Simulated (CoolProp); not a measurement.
Vapour-liquid equilibrium of R143a (1) + isobutane (2) at 53.9 kPa; x and y are mole fractions of (1).

Values from CoolProp's multi-fluid Helmholtz-energy mixture model, Lemmon and Jacobsen 2000 and Bücker 2006; pair parameters Bell 2016.

**Question.** Give the bubble temperature and the first vapour's composition at x = 0.2, 0.5, 0.8. Is there an azeotrope?

**Answer.** x = 0.2: -54.6 °C, y = 0.789; x = 0.5: -58.1 °C, y = 0.844; x = 0.8: -59.2 °C, y = 0.883. No azeotrope shows between x = 0.05 and 0.95.

The pair parameters rest on a limited set of measurements; away from them the model extrapolates. With so large a gap from Raoult's law the liquid may split in two, which this calculation doesn't test in full.
